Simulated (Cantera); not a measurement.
What does this Cantera script print?

```python
import numpy as np
import cantera as ct

gas = ct.Solution("gri30.yaml")


def delay(T, t_max=10):
    gas.TPX = T, 1000000, {'CH3OH': 1, 'O2': 3.12, 'N2': 11.8}
    reactor = ct.IdealGasReactor(gas, clone=False)
    net = ct.ReactorNet([reactor])
    net.rtol, net.atol = 1e-8, 1e-16
    while net.time < t_max:
        t_old, T_old = net.time, reactor.T
        net.step()
        if reactor.T > T + 400:  # ignition: a rise of 400 K
            return t_old + (T + 400 - T_old) / (reactor.T - T_old) * (net.time - t_old)
    return np.nan


taus = []
for T in [1200, 1275, 1350, 1425, 1500, 1575, 1650, 1725, 1800]:
    taus.append(delay(T))
    print(f"T0 = {T:6g} K   tau = {taus[-1]:.4e} s")
```

Output:

```
T0 =   1200 K   tau = 1.7121e-03 s
T0 =   1275 K   tau = 5.2519e-04 s
T0 =   1350 K   tau = 1.8813e-04 s
T0 =   1425 K   tau = 7.7424e-05 s
T0 =   1500 K   tau = 3.5961e-05 s
T0 =   1575 K   tau = 1.8468e-05 s
T0 =   1650 K   tau = 1.0267e-05 s
T0 =   1725 K   tau = 6.0675e-06 s
T0 =   1800 K   tau = 3.7650e-06 s
```

Computed with Cantera and GRI-Mech 3.0 (53 species, 325 reactions). GRI-Mech 3.0 was tuned for natural gas; its chemistry of methanol as a main component is partial and can be far from experiment.
